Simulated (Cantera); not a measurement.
What does this Cantera script print?

```python
import numpy as np
import cantera as ct

surf = ct.Interface("ptcombust.yaml", "Pt_surf")
gas = surf.adjacent["gas"]
gas.TPX = 825, 500000, {'CO': 0.022, 'O2': 0.12, 'N2': 0.79, 'H2O': 0.017}
surf.TP = 825, 500000
reactor = ct.FlowReactor(gas, clone=False)
reactor.area = 0.0001  # m2
reactor.surface_area_to_volume_ratio = 160  # 1/m
reactor.mass_flow_rate = 0.12 * reactor.area * gas.density  # inlet velocity 0.12 m/s
reactor.energy_enabled = False
wall = ct.ReactorSurface(surf, reactor, clone=False)
net = ct.ReactorNet([reactor])
net.rtol, net.atol = 1e-8, 1e-16
show, cover = ['CO', 'O2', 'H2O', 'CO2'], ['PT(S)', 'H(S)', 'O(S)', 'OH(S)', 'CO(S)', 'C(S)']

rows = []
print(f"{'z/m':>9s}{'u/(m/s)':>9s}" + "".join(f"{s:>13s}" for s in show + cover))
for z in [0.00015, 0.00024, 0.00041, 0.00068, 0.0011, 0.0019, 0.0032, 0.0053, 0.0088, 0.015]:
    net.advance(z)
    rows.append([reactor.speed, *gas[show].X, *surf[cover].coverages])
    print(f"{z:9.4g}{rows[-1][0]:9.3g}" + "".join(f"{x:13.4e}" for x in rows[-1][1:]))
```

Output:

```
      z/m  u/(m/s)           CO           O2          H2O          CO2        PT(S)         H(S)         O(S)        OH(S)        CO(S)         C(S)
  0.00015     0.12   1.9959e-02   1.2502e-01   1.7943e-02   3.2608e-03   9.0080e-02   5.1078e-07   2.4248e-02   1.3133e-03   8.8433e-01   1.8827e-11
  0.00024     0.12   1.7653e-02   1.2401e-01   1.7964e-02   5.5946e-03   9.8005e-02   5.3140e-07   2.8884e-02   1.4959e-03   8.7158e-01   1.6947e-11
  0.00041    0.119   1.1355e-02   1.2122e-01   1.8021e-02   1.1966e-02   1.3937e-01   6.1325e-07   6.2571e-02   2.6297e-03   7.9539e-01   1.0153e-11
  0.00068    0.119   4.9765e-03   1.1840e-01   1.8079e-02   1.8419e-02   4.1992e-02   2.6088e-08   9.4879e-01   5.6300e-03   3.5749e-03   9.0669e-16
   0.0011    0.119   3.8716e-03   1.1792e-01   1.8089e-02   1.9537e-02   3.3897e-02   1.8823e-08   9.5921e-01   5.0874e-03   1.7936e-03   3.6322e-16
   0.0019    0.119   2.7577e-03   1.1742e-01   1.8099e-02   2.0664e-02   2.9325e-02   1.5104e-08   9.6497e-01   4.7474e-03   9.5069e-04   1.6556e-16
   0.0032    0.119   1.7824e-03   1.1699e-01   1.8107e-02   2.1651e-02   2.6606e-02   1.3034e-08   9.6835e-01   4.5310e-03   5.0413e-04   7.9377e-17
   0.0053    0.119   9.7767e-04   1.1664e-01   1.8115e-02   2.2465e-02   2.4879e-02   1.1775e-08   9.7048e-01   4.3871e-03   2.4128e-04   3.5446e-17
   0.0088    0.119   3.9792e-04   1.1638e-01   1.8120e-02   2.3052e-02   2.3833e-02   1.1035e-08   9.7177e-01   4.2974e-03   9.0011e-05   1.2651e-17
    0.015    0.119   8.9046e-05   1.1624e-01   1.8123e-02   2.3364e-02   2.3330e-02   1.0685e-08   9.7239e-01   4.2535e-03   1.9289e-05   2.6522e-18
```

Model: Deutschmann's 1995 Pt surface mechanism with GRI-Mech 3.0 gas chemistry, integrated in Cantera. Catalytic surfaces can have several steady states; this one follows from the mechanism file's or the stated starting coverage. Mass transfer to the wall is taken as infinitely fast.
